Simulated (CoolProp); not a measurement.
R114 along the isobar 54 bar: Z from the reference equation and from simpler models built on Tc = 147.5 °C, pc = 33.52 bar, ω = 0.252; each cubic takes its own stable root.

Computed with CoolProp (reference Helmholtz-energy equation of state, Platzer 1990). This equation is an older, rougher fit; its heat capacities, sound speeds and derivatives of the liquid may be far off and weren't checked against measurements.

```csv
T (°C),phase,reference
83.05,liquid,0.2407
92.55,liquid,0.2410
101.95,liquid,0.2420
111.45,liquid,0.2441
120.95,liquid,0.2474
130.45,liquid,0.2525
139.95,liquid,0.2601
149.45,supercritical,0.2719
158.95,supercritical,0.2910
168.45,supercritical,0.3244
177.85,supercritical,0.3810
187.35,supercritical,0.4545
196.85,supercritical,0.5212
206.35,supercritical,0.5752
215.85,supercritical,0.6193
225.35,supercritical,0.6561
```

Problem. How far does each simpler model (Redlich-Kwong, Soave-Redlich-Kwong, Peng-Robinson) lie from the reference over these 16 states: mean and median of the absolute difference, and the worst?

Solution. 
- Redlich-Kwong: mean 7.9 %, median 8.7 %, worst +11.9 % at 149.45 °C and 54 bar
- Soave-Redlich-Kwong: mean 8.6 %, median 7.7 %, worst +14.4 % at 168.45 °C and 54 bar
- Peng-Robinson: mean 3.2 %, median 3.2 %, worst -7.1 % at 83.05 °C and 54 bar
